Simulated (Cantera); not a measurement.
Input: 1 mol MgO, 4 mol HCl, 21 mol H2, equilibrated at 727 °C and 0.00900 Torr.

Method: chemical equilibrium by Gibbs-energy minimisation in Cantera with the NASA 1993 tables (ideal gas, pure condensed phases). Candidate condensed phases: H2O, Mg, MgCl2, MgO, Mg(OH)2; 22 gas species. Equilibrium is a limit: real reactors are often held back by kinetics, nucleation or transport.

Base state: H2 0.840, HCl 0.159, H2O 0.000685, MgCl2 0.000685 (mole fractions); condensed: MgO(s).

Problem. What changes in the equilibrium state with this change: temperature from 727 °C to 902 °C?

Solution. 
```json
[
 {"species": "H2", "before": "0.840", "after": "0.840"},
 {"species": "HCl", "before": "0.159", "after": "0.155"},
 {"species": "H2O", "before": "0.000685", "after": "0.00243"},
 {"species": "MgCl2", "before": "0.000685", "after": "0.00243"},
 {"species": "H", "before": "6.00e-7", "after": "3.24e-5"},
 {"species": "MgO(s), mol", "before": "0.983", "after": "0.939"}
]
```
